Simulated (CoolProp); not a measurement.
A simple Rankine cycle with water: condensing at 331.15 K, boiler at 2.12 MPa, turbine inlet 528.6 K, turbine efficiency 0.65, pump efficiency 0.6, no recuperator. Each further row changes one setting.

Values from CoolProp's reference Helmholtz-energy equation of state, Wagner 2002.

| case | thermal efficiency (%) | net work (kJ/kg) | heat in (kJ/kg) | turbine exit temperature (K) | volume ratio over the turbine |
|---|---|---|---|---|---|
| as stated | 18.7 | 497 | 2670 | 331.1 | 72.4 |
| turbine inlet 548.6 K | 18.8 | 510 | 2720 | 331.1 | 70.0 |
| condensing temperature 323.15 K | 19.5 | 527 | 2700 | 323.2 | 103 |
| boiler pressure 1.48 MPa | 17.5 | 471 | 2690 | 331.1 | 50.4 |
| turbine efficiency 0.55 | 15.8 | 420 | 2670 | 331.1 | 74.9 |

The expansion ends wet for: as stated; turbine inlet 548.6 K; condensing temperature 323.15 K; boiler pressure 1.48 MPa; turbine efficiency 0.55.
